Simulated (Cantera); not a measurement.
A perfectly stirred reactor is fed with 1.96 % C2H6, 98.0 % N2, at 101000 Pa; it is held at 1125 K, and followed from long to short residence time.

Detailed kinetics in Cantera: GRI-Mech 3.0 (53 species, 325 reactions). GRI-Mech 3.0 stops at C3 and has no aromatics, soot or wall deposition, so with more carbon than oxygen in the feed, carbon stays in small species such as C2H2 where larger ones or solid carbon would form.

Task: Predict: x(C2H6) at τ = 29.0 s; x(H2) at τ = 29.0 s; x(H) at τ = 29.0 s; x(C2H6) at τ = 88.0 ms; x(H2) at τ = 88.0 ms; x(H) at τ = 88.0 ms.

Result: 
| Quantity | Value |
|---|---|
| x(C2H6) at τ = 29.0 s | 0.000295 |
| x(H2) at τ = 29.0 s | 0.0227 |
| x(H) at τ = 29.0 s | 1.13e-7 |
| x(C2H6) at τ = 88.0 ms | 0.0105 |
| x(H2) at τ = 88.0 ms | 0.00892 |
| x(H) at τ = 88.0 ms | 3.58e-7 |
